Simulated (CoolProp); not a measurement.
Saturated liquid density (kg/m³) of sulfur hexafluoride: the reference equation beside estimates from Tc = 318.7 K, pc = 3.755 MPa, ω = 0.210. Rackett uses Z = 0.29056 − 0.08775 ω.

The numbers come from the reference Helmholtz-energy equation of state, Guder 2009 in CoolProp.

| T (K) | reference | Rackett | van der Waals | Redlich-Kwong | Soave-Redlich-Kwong | Peng-Robinson |
|---|---|---|---|---|---|---|
| 248.2 | 1716 | (withheld) | 1093 | 1555 | 1615 | 1832 |
| 251.3 | 1698 | 1753 | 1081 | (withheld) | (withheld) | 1808 |
| 254.4 | 1680 | 1733 | 1069 | 1511 | 1571 | 1783 |
| 257.5 | 1661 | 1713 | 1056 | 1489 | (withheld) | 1758 |
| 260.6 | 1642 | 1693 | 1043 | 1465 | 1525 | 1731 |
| 263.7 | (withheld) | 1672 | 1030 | 1441 | 1501 | 1703 |
| 266.8 | 1602 | 1651 | 1016 | 1416 | 1476 | 1675 |
| 269.9 | 1581 | 1628 | 1002 | (withheld) | 1450 | 1645 |
| 273 | 1559 | 1606 | (withheld) | 1364 | 1423 | 1614 |
| 276.1 | 1537 | 1582 | 972.2 | 1337 | 1394 | 1582 |

Question: Fill in the missing entries.

Answer: 
- 248.2, Rackett: 1772
- 251.3, Redlich-Kwong: 1534
- 251.3, Soave-Redlich-Kwong: 1593
- 257.5, Soave-Redlich-Kwong: 1549
- 263.7, reference: 1622
- 269.9, Redlich-Kwong: 1391
- 273, van der Waals: 987.4

Absolute difference from the reference over all 10 rows, mean and median: Rackett 3.1 and 3.1 %, van der Waals 36.5 and 36.5 %, Redlich-Kwong 11.1 and 11.0 %, Soave-Redlich-Kwong 7.4 and 7.3 %, Peng-Robinson 5.1 and 5.2 %.
